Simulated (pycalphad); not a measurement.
An equivalent pycalphad script:

```python
from pycalphad import Database, equilibrium, calculate, variables as v
import numpy as np
db = Database('COST507.tdb')
comps = ['HF', 'C', 'VA']
phases = ['BCC_A2', 'FCC_A1', 'GRAPHITE', 'HCP_A3', 'LIQUID']
eq = equilibrium(db, comps, phases, {v.X('C'): 0.218, v.T: np.arange(3300, 499, -100), v.P: 101325, v.N: 1}, output=['HM', 'SM'])
```

Computed with pycalphad from the COST 507 light-alloy database (1999), at 1 atm. These are 1990s assessments: newer ones move some temperatures and phases. Phase fractions are per mole of atoms. Kinetics are ignored, which matters at the lower temperatures.

Results at three of the temperatures:

```
T = 1600.00 K, P = 101325 Pa, N = 1 mol of atoms
G = -144128 J/mol, H = -18214 J/mol, S = 78.70 J/(mol K)  (SER reference)
chemical potentials (J/mol): Hf -110434, C -264997
phase             fraction      x(Hf)       x(C)
FCC_A1              0.5324     0.6378     0.3622
HCP_A3              0.4676     0.9462     0.0538
```

```
T = 1400.00 K, P = 101325 Pa, N = 1 mol of atoms
G = -128822 J/mol, H = -24799 J/mol, S = 74.30 J/(mol K)  (SER reference)
chemical potentials (J/mol): Hf -91870, C -261376
phase             fraction      x(Hf)       x(C)
FCC_A1              0.5386     0.6342     0.3658
HCP_A3              0.4614     0.9546     0.0454
```

```
T = 1200.00 K, P = 101325 Pa, N = 1 mol of atoms
G = -114438 J/mol, H = -31098 J/mol, S = 69.45 J/(mol K)  (SER reference)
chemical potentials (J/mol): Hf -74354, C -258227
phase             fraction      x(Hf)       x(C)
FCC_A1              0.5442     0.6308     0.3692
HCP_A3              0.4558     0.9625     0.0375
```

Changes of the phase set, refined by bisection:

```json
[
 {"T (°C)": "2375.9", "phases above": "FCC_A1 + LIQUID", "phases below": "FCC_A1 + HCP_A3"}
]
```

FCC_A1 is fcc; HCP_A3 is hcp. The fcc model also describes the rock-salt carbide or nitride (TiC, TiN, HfC).
